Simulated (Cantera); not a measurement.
Charge: 1 mol TiO2, 2 mol Cl2, at 948 K and 10.0 mbar.

These are equilibrium values from Cantera (NASA tables, ideal gas, pure condensed phases), not measurements of a reactor. Candidate condensed phases: Ti, TiCl2, TiCl3, TiCl4, TiO, TiO2, Ti2O3, Ti3O5, Ti4O7; 15 gas species. Condensed phases not in the tables: TiOCl. Rates play no part.

Base state: Cl2 0.997, Cl 0.00171, TiCl4 0.000410, O2 0.000410 (mole fractions); condensed: TiO2(rutile).

Q: What changes in the equilibrium state with this change: temperature from 948 K to 1473.15 K?

A: 
```tsv
species	before	after
Cl2	0.997	0.598
Cl	0.00171	0.376
TiCl4	0.000410	0.0132
O2	0.000410	0.0132
TiOCl2	<1e-9	1.04e-5
ClO	2.50e-7	0.000110
TiO2(rutile), mol	0.999	0.967
```
